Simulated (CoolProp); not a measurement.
n-perfluorobutane along the isotherm 148.85 °C: fugacity coefficient from the reference equation and from simpler models built on Tc = 113.2 °C, pc = 2.322 MPa, ω = 0.372; each cubic takes its own stable root.

Computed with CoolProp (reference Helmholtz-energy equation of state, Gao 2022).

| p (MPa) | phase | reference |
|---|---|---|
| 0.0316 | gas | 0.9968 |
| 0.0464 | gas | 0.9953 |
| 0.0681 | gas | 0.9931 |
| 0.1 | gas | 0.9899 |
| 0.147 | gas | 0.9852 |
| 0.215 | gas | 0.9784 |
| 0.316 | gas | 0.9683 |
| 0.464 | gas | 0.9535 |
| 0.681 | gas | 0.9319 |
| 1 | gas | 0.9003 |
| 1.47 | gas | 0.8540 |
| 2.15 | gas | 0.7876 |
| 3.16 | supercritical | 0.6905 |
| 4.64 | supercritical | 0.5642 |
| 6.81 | supercritical | 0.4543 |
| 10 | supercritical | 0.3808 |

How far does each simpler model (Redlich-Kwong, Soave-Redlich-Kwong, Peng-Robinson) lie from the reference over these 16 states: mean and median of the absolute difference, and the worst?


- Redlich-Kwong: mean 1.5 %, median 0.7 %, worst -4.9 % at 148.85 °C and 4.64 MPa
- Soave-Redlich-Kwong: mean 0.9 %, median 0.2 %, worst +6.1 % at 148.85 °C and 10 MPa
- Peng-Robinson: mean 1.6 %, median 1.1 %, worst -4.0 % at 148.85 °C and 3.16 MPa
